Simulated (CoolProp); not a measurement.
Vapour-liquid equilibrium of R134a (1) + dimethyl ether (2) at 343.6 K; x and y are mole fractions of (1).

Model: multi-fluid Helmholtz-energy mixture model, Tillner-Roth 1994 and Wu 2011; pair parameters Bell 2016, in CoolProp.

```json
[
 {"x": "0.05", "bubble pressure (kPa)": "1817", "y at the bubble point": "0.048", "dew pressure at overall composition x (kPa)": "1816", "liquid density (mol/L)": "12.41"},
 {"x": "0.15", "bubble pressure (kPa)": "1809", "y at the bubble point": "0.149", "dew pressure at overall composition x (kPa)": "1809", "liquid density (mol/L)": "12.16"},
 {"x": "0.25", "bubble pressure (kPa)": "1812", "y at the bubble point": "0.256", "dew pressure at overall composition x (kPa)": "1812", "liquid density (mol/L)": "11.90"},
 {"x": "0.35", "bubble pressure (kPa)": "1827", "y at the bubble point": "0.366", "dew pressure at overall composition x (kPa)": "1825", "liquid density (mol/L)": "11.63"},
 {"x": "0.45", "bubble pressure (kPa)": "1854", "y at the bubble point": "0.475", "dew pressure at overall composition x (kPa)": "1847", "liquid density (mol/L)": "11.36"},
 {"x": "0.55", "bubble pressure (kPa)": "1890", "y at the bubble point": "0.582", "dew pressure at overall composition x (kPa)": "1878", "liquid density (mol/L)": "11.08"},
 {"x": "0.65", "bubble pressure (kPa)": "1934", "y at the bubble point": "0.684", "dew pressure at overall composition x (kPa)": "1918", "liquid density (mol/L)": "10.79"},
 {"x": "0.75", "bubble pressure (kPa)": "1986", "y at the bubble point": "0.781", "dew pressure at overall composition x (kPa)": "1968", "liquid density (mol/L)": "10.50"},
 {"x": "0.85", "bubble pressure (kPa)": "2043", "y at the bubble point": "0.872", "dew pressure at overall composition x (kPa)": "2028", "liquid density (mol/L)": "10.20"},
 {"x": "0.95", "bubble pressure (kPa)": "2106", "y at the bubble point": "0.958", "dew pressure at overall composition x (kPa)": "2099", "liquid density (mol/L)": "9.893"}
]
```

y crosses x between x = 0.15 and 0.25: the model has an azeotrope there.

The pair parameters rest on a limited set of measurements; away from them the model extrapolates.
